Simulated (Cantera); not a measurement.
Charge: 1 mol PbS, 14 mol H2, 36 mol N2, held at 1473 K.

Cantera equilibrium calculation (NASA polynomials, part measured and part estimated; ideal gas, pure solids and liquids). Candidate condensed phases: Pb, PbS, S; 18 gas species. The numbers say what is thermodynamically allowed, not how fast it happens.

log p: log10 of the partial pressure in bar; n: condensed amount in mol.

```tsv
P (Pa)	log p N2	log p H2	log p Pb	log p H2S	log p PbS	log p S2	n Pb(l)
10	-4.15	-4.57	-5.80	-7.03	-6.42	-6.16	0
52	-3.44	-3.85	-5.16	-6.01	-5.48	-5.56	0
270	(withheld)	(withheld)	(withheld)	(withheld)	(withheld)	(withheld)	0
1400	-2.01	-2.42	-3.93	-4.14	-3.81	-4.68	0
7200	-1.29	-1.71	-3.27	-3.34	-3.06	-4.49	0
37000	(withheld)	(withheld)	(withheld)	(withheld)	(withheld)	-4.43	0
190000	0.13	-0.29	-1.88	-1.88	-1.62	-4.41	0
1000000	0.85	0.42	-1.73	-0.88	-1.18	-3.84	0.575
```

Q: Fill in the missing entries.

A: 
- 270, log p N2: -2.72
- 270, log p H2: -3.14
- 270, log p Pb: -4.55
- 270, log p H2S: -5.04
- 270, log p PbS: -4.61
- 270, log p S2: -5.05
- 37000, log p N2: -0.58
- 37000, log p H2: -1.00
- 37000, log p Pb: -2.58
- 37000, log p H2S: -2.60
- 37000, log p PbS: -2.33
